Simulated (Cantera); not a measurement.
**Fe(CO)₅ + O₂ + N₂ + CO (iron carbonyl, mercury and lead vapours)**

Charge: 1 mol Fe(CO)₅, 0.012 mol O₂, 0.19 mol N₂, 0.053 mol CO, at 230000 Pa.

Equilibrium computed with Cantera from the NASA thermochemical tables; the gas is ideal and each condensed phase is pure. Candidate condensed phases: C, Fe, Fe(CO)₅, FeO, Fe₂O₃, Fe₃O₄; 27 gas species. Condensed phases not in the tables: cementite and carbon dissolved in iron. The numbers say what is thermodynamically allowed, not how fast it happens.

```csv
T (°C),x CO,x N₂,x CO₂,x Fe,n C(graphite),n Fe(γ)
1050,0.955,0.0364,0.00829,9.03e-10,0.0193,1.00
1075,0.957,0.0363,0.00628,1.77e-9,0.00889,1.00
1100,0.959,0.0362,0.00481,3.39e-9,0.00120,1.00
1125,0.959,0.0362,0.00458,6.34e-9,0,1.00
1150,0.959,0.0362,0.00458,1.16e-8,0,1.00
1175,0.959,0.0362,0.00458,2.07e-8,0,1.00
1200,0.959,0.0362,0.00458,3.63e-8,0,1.00
1225,0.959,0.0362,0.00458,6.25e-8,0,1.00
1250,0.959,0.0362,0.00458,1.06e-7,0,1.000
1275,0.959,0.0362,0.00458,1.75e-7,0,1.000
1300,0.959,0.0362,0.00458,2.86e-7,0,1.000
```
x: gas mole fraction; n: condensed amount in mol.

From 1050 °C to 1100 °C the condensed part is C(graphite) + Fe(γ). From 1125 °C to 1300 °C the condensed part is Fe(γ).
